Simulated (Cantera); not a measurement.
A perfectly stirred reactor is fed with 31.6 % H₂, 40.0 % O₂, 28.4 % N₂, at 100.0 Torr; it is held at 1000 K, and followed from long to short residence time.

Model: GRI-Mech 3.0 (53 species, 325 reactions), integrated in Cantera. Radical loss at walls, strong at low pressure, is not modelled. The temperature is held fixed by assumption; the heat of reaction is taken as removed at once.

x: mole fraction; the columns are a selection and need not sum to one.

```json
[
 {"τ (s)": "17", "x H₂": "0.000390", "x O₂": "0.288", "x OH": "2.77e-5", "x N₂O": "9.29e-8", "x O": "5.55e-6", "x HO₂": "9.58e-6", "x H": "5.99e-7"},
 {"τ (s)": "4.2", "x H₂": "0.000959", "x O₂": "0.288", "x OH": "4.49e-5", "x N₂O": "7.70e-8", "x O": "1.65e-5", "x HO₂": "1.92e-5", "x H": "2.42e-6"},
 {"τ (s)": "1.0", "x H₂": "(withheld)", "x O₂": "0.288", "x OH": "(withheld)", "x N₂O": "(withheld)", "x O": "(withheld)", "x HO₂": "(withheld)", "x H": "(withheld)"},
 {"τ (s)": "0.25", "x H₂": "0.00451", "x O₂": "0.289", "x OH": "0.000154", "x N₂O": "4.17e-8", "x O": "0.000123", "x HO₂": "5.03e-5", "x H": "4.02e-5"},
 {"τ (s)": "0.062", "x H₂": "(withheld)", "x O₂": "0.290", "x OH": "(withheld)", "x N₂O": "(withheld)", "x O": "(withheld)", "x HO₂": "(withheld)", "x H": "(withheld)"},
 {"τ (s)": "0.015", "x H₂": "0.0178", "x O₂": "0.293", "x OH": "0.000616", "x N₂O": "1.61e-8", "x O": "0.000720", "x HO₂": "8.56e-5", "x H": "0.000649"},
 {"τ (s)": "0.0037", "x H₂": "0.0344", "x O₂": "0.298", "x OH": "0.00121", "x N₂O": "8.89e-9", "x O": "0.00161", "x HO₂": "9.68e-5", "x H": "0.00251"},
 {"τ (s)": "0.00092", "x H₂": "0.0652", "x O₂": "0.308", "x OH": "0.00224", "x N₂O": "4.50e-9", "x O": "0.00341", "x HO₂": "9.88e-5", "x H": "0.00907"}
]
```

Some entries are withheld; supply them.


- 1.0, x H₂: 0.00218
- 1.0, x OH: 8.11e-5
- 1.0, x N₂O: 5.87e-8
- 1.0, x O: 4.74e-5
- 1.0, x HO₂: 3.33e-5
- 1.0, x H: 1.01e-5
- 0.062, x H₂: 0.00899
- 0.062, x OH: 0.000304
- 0.062, x N₂O: 2.72e-8
- 0.062, x O: 0.000304
- 0.062, x HO₂: 6.87e-5
- 0.062, x H: 0.000160
